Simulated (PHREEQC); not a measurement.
A solution holds 2.3 mol/kgw CaCl2, 1.1 mol/kgw SrCl2 and 0.85 mol/kgw MgCl2, at 25 °C. Closed to the air; pH follows from the charge balance.

Computed with PHREEQC (Pitzer model, pitzer.dat).

```yaml
ionic_strength: 12.8 mol/kgw
activity_of_water: 0.594
density: 1.309 g/cm³
osmotic_coefficient: 2.270
```

| species | molality | activity | log γ |
|---|---|---|---|
| Cl- | 8.50 | 6.91 | -0.090 |
| Ca+2 | 2.30 | 139 | 1.780 |
| Sr+2 | 1.10 | 42.1 | 1.583 |
| Mg+2 | 0.850 | 119 | 2.145 |
| H+ | 2.13e-6 | 7.35e-5 | 1.538 |
| MgOH+ | 2.11e-6 | 1.49e-6 | -0.152 |
| OH- | 2.29e-8 | 8.17e-11 | -2.448 |

This is a speciation only: nothing precipitates in the calculation.
